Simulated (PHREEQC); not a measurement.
Nickel, zinc or cadmium bath

Dissolve 0.26 mol/kgw ZnSO4, 0.0015 mol/kgw NaCl and 5.3e-05 mol/kgw FeSO4 at 25 °C. Closed to the air; pH follows from the charge balance.

Equilibrium calculation in PHREEQC: ion-association model, phreeqc.dat.

Each row changes one thing in this solution. No solid was allowed to form.

| case | pH | ionic strength (mol/kgw) | Zn+2 (mol/kgw) | ZnSO4 (mol/kgw) | SO4-2 (mol/kgw) | Zn(SO4)2-2 (mol/kgw) | SI of Zn(OH)2(e) (Zn(OH)2) | SI of Melanterite (FeSO4:7H2O) |
|---|---|---|---|---|---|---|---|---|
| as made | 5.46 | 0.498 | 0.124 | 0.0900 | 0.0783 | 0.0458 | -2.15 | -4.69 |
| ZnSO4 from 0.26 to 0.026 mol/kgw | 5.66 | 0.0631 | 0.0154 | 0.00947 | 0.0143 | 0.00113 | -2.37 | -4.80 |
| diluted 10-fold with water | 5.66 | 0.0614 | 0.0153 | 0.00954 | 0.0142 | 0.00113 | -2.35 | -5.79 |
| ZnSO4 from 0.26 to 0.234 mol/kgw | 5.47 | 0.450 | 0.112 | 0.0819 | 0.0722 | 0.0399 | -2.16 | -4.70 |
| diluted 5-fold with water | 5.60 | 0.112 | 0.0280 | 0.0200 | 0.0240 | 0.00399 | -2.30 | -5.44 |

Species that the database lacks are ignored.
